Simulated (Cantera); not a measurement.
A Cantera script and what it prints.

```python
import numpy as np
import cantera as ct

gas_names = [...]  # 143 gases of nasa_gas.yaml made of C, Cl, F, H, Si
cond_names = """
    C(gr) C6H6(L) C7H8(L) C8H18(L),n-octa Si(cr) Si(L) SiC(b)
""".split()


# ... load() reads the species with a 1 bar reference pressure and builds the phases ...
atoms = {
    'CH3Cl': {'C': 1, 'H': 3, 'CL': 1},
    'F2': {'F': 2},
    'Si': {'Si': 1},
}
top_T = {'C(gr)': 4500, 'SiC(b)': 3050}  # K; cautious upper limits of use, not melting points


# ... equilibrate(T, P, feed) seeds the gas with the atoms and calls Mixture.equilibrate('TP', solver="vcs", rtol=1e-11, max_steps=5000) ...
results = []
feed = {'CH3Cl': 1, 'F2': 0.064, 'Si': 0.082}  # mol
T = 1475  # K
for P in [1, 4.2, 18, 75, 320, 1300, 5600, 24000, 100000]:
    mix = equilibrate(T, P, feed)
    results.append((T, P, feed, dict(zip(mix.species_names, mix.species_moles))))
    x = sorted(zip(gas.X, gas.species_names), reverse=True)
    print(f"T = {T:g} K  P = {P:g} Pa  gas = {mix.phase_moles(0):.4g} mol")
    print("   x: " + "  ".join(f"{s} {v:.3e}" for v, s in x if v > 1e-05))
    print("   condensed (mol): " + ("  ".join(f"{mix.phase(i).name} {mix.phase_moles(i):.4g}"
          for i in range(1, mix.n_phases) if mix.phase_moles(i) > 1e-12) or "none"))
```

It prints:

```
T = 1475 K  P = 1 Pa  gas = 2.059 mol
   x: H2 4.795e-01  HCL 4.645e-01  HF 3.034e-02  SiCL2 9.347e-03  SiF3 4.300e-03  SiF2 4.253e-03  H 2.840e-03  SiF4 2.587e-03  CL 2.229e-03  SiCL3 5.817e-05  SiHF3 1.672e-05  SiF 1.057e-05
   condensed (mol): C(gr) 0.9604  SiC(b) 0.03961
T = 1475 K  P = 4.2 Pa  gas = 2.052 mol
   x: H2 4.844e-01  HCL 4.671e-01  HF 2.457e-02  SiCL2 9.358e-03  SiF3 4.611e-03  SiF4 4.582e-03  SiF2 2.762e-03  H 1.393e-03  CL 1.088e-03  SiCL3 1.194e-04  SiHF3 3.693e-05
   condensed (mol): C(gr) 0.9621  SiC(b) 0.03791
T = 1475 K  P = 18 Pa  gas = 2.046 mol
   x: H2 4.888e-01  HCL 4.686e-01  HF 1.894e-02  SiCL2 9.334e-03  SiF4 6.802e-03  SiF3 4.311e-03  SiF2 1.625e-03  H 6.759e-04  CL 5.250e-04  SiCL3 2.463e-04  SiHF3 7.179e-05  SiCL4 2.210e-05
   condensed (mol): C(gr) 0.9639  SiC(b) 0.03612
T = 1475 K  P = 75 Pa  gas = 2.042 mol
   x: H2 4.928e-01  HCL 4.691e-01  HF 1.420e-02  SiCL2 9.277e-03  SiF4 8.823e-03  SiF3 3.667e-03  SiF2 9.069e-04  SiCL3 4.980e-04  H 3.324e-04  CL 2.564e-04  SiHF3 1.252e-04  SiCL4 9.097e-05
   condensed (mol): C(gr) 0.9658  SiC(b) 0.03422
T = 1475 K  P = 320 Pa  gas = 2.038 mol
   x: H2 4.969e-01  HCL 4.677e-01  SiF4 1.053e-02  HF 1.037e-02  SiCL2 9.147e-03  SiF3 2.914e-03  SiCL3 1.007e-03  SiF2 4.797e-04  SiCL4 3.774e-04  SiHF3 2.063e-04  H 1.616e-04  CL 1.233e-04  SiHCL3 3.794e-05
   condensed (mol): C(gr) 0.9683  SiC(b) 0.03167
T = 1475 K  P = 1300 Pa  gas = 2.032 mol
   x: H2 5.029e-01  HCL 4.624e-01  SiF4 1.181e-02  SiCL2 8.835e-03  HF 7.564e-03  SiF3 2.237e-03  SiCL3 1.927e-03  SiCL4 1.430e-03  SiHF3 3.211e-04  SiF2 2.520e-04  SiHCL3 1.472e-04  H 8.067e-05  CL 6.010e-05
   condensed (mol): C(gr) 0.9728  SiC(b) 0.0272
T = 1475 K  P = 5600 Pa  gas = 2.021 mol
   x: H2 5.158e-01  HCL 4.464e-01  SiF4 1.280e-02  SiCL2 8.027e-03  HF 5.426e-03  SiCL4 5.086e-03  SiCL3 3.464e-03  SiF3 1.649e-03  SiHCL3 5.562e-04  SiHF3 4.977e-04  SiF2 1.264e-04  CH4 4.331e-05  H 3.936e-05  CL 2.760e-05
   condensed (mol): C(gr) 0.983  SiC(b) 0.01688
T = 1475 K  P = 24000 Pa  gas = 1.999 mol
   x: H2 5.384e-01  HCL 4.163e-01  SiF4 1.354e-02  SiCL4 1.323e-02  SiCL2 5.850e-03  SiCL3 4.770e-03  HF 4.039e-03  SiHCL3 1.620e-03  SiF3 1.156e-03  SiHF3 7.378e-04  CH4 2.022e-04  SiF2 5.874e-05  SiH2CL2 3.112e-05  H 1.943e-05  SiH2F2 1.842e-05  CL 1.217e-05…
   condensed (mol): C(gr) 0.9996
T = 1475 K  P = 100000 Pa  gas = 1.988 mol
   x: H2 5.443e-01  HCL 4.099e-01  SiCL4 1.810e-02  SiF4 1.403e-02  HF 3.711e-03  SiCL3 3.264e-03  SiHCL3 2.275e-03  SiCL2 2.003e-03  CH4 8.612e-04  SiHF3 8.416e-04  SiF3 6.426e-04  SiH2CL2 4.487e-05  SiH2F2 2.312e-05  SiF2 1.750e-05
   condensed (mol): C(gr) 0.9983
```

These are equilibrium values from Cantera (NASA tables, ideal gas, pure condensed phases), not measurements of a reactor. The tables' values for SiCl3, SiF3, SiF2, SiF are old estimates; treat these amounts as uncertain.
